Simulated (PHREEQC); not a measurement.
A solution holds 0.0019 mol/kgw Mg(NO3)2, at 25 °C. Closed to the air; pH follows from the charge balance.

Computed with PHREEQC (ion-association model, phreeqc.dat).

ionic strength: 0.00570 mol/kgw
specific conductance: 436 µS/cm

```
species  molality  activity   log γ
-------  --------  --------  ------
NO3-      0.00380   0.00350  -0.036
Mg+2      0.00190   0.00139  -0.134
H+        1.33e-7   1.24e-7  -0.031
OH-       8.88e-8   8.18e-8  -0.035
MgOH+     4.42e-8   4.09e-8  -0.033
```

Precipitation was switched off in this run.
